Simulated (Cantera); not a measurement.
Feed: 1 mol Pb, 5.2 mol H₂O, 3.1 mol CO, held at 1200 K and 20.0 mbar.

Cantera equilibrium calculation (NASA polynomials, part measured and part estimated; ideal gas, pure solids and liquids). Candidate condensed phases: C, C₆H₆, C₇H₈, C₈H₁₈, H₂O, Pb, PbO, PbO₂, Pb₃O₄; 113 gas species. Rates play no part.

**Question.** What is the equilibrium state?

**Answer.** 
```
Item                                        Value
--------------------------------------  ---------
x(H₂O)                                      0.397
x(H₂)                                       0.210
x(CO₂)                                      0.210
x(CO)                                       0.152
x(Pb)                                      0.0322
x(PbO)                                    1.97e-6
x(Pb₂)                                    1.20e-6
n(Pb(l))                                0.724 mol
gas amount                              8.576 mol
log10 activity of C(graphite) (absent)      -4.38
log10 activity of PbO₂(s) (absent)         -13.49
```
